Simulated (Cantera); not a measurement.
Ignition delay

Mixture: C2H4 : O2 : N2 : H2O = 1 : 6.67 : 33.3 : 2 (molar parts), equivalence ratio 0.45, at 2630 Torr, adiabatic and at constant volume. Ignition delay is the time to a rise of 400 K.

Cantera simulation using GRI-Mech 3.0 (53 species, 325 reactions); the numbers are that mechanism's predictions, not measurements. GRI-Mech 3.0 was tuned for natural gas; its chemistry of ethylene as a main component is partial and can be far from experiment.

| T0 (K) | delay (ms) |
|---|---|
| 1275 | 0.122 |
| 1375 | 0.0355 |
| 1475 | 0.0186 |
| 1575 | 0.0118 |
| 1675 | 0.00823 |
| 1775 | 0.00611 |

* **apparent activation energy between 1575 and 1775 K**: 76 kJ/mol
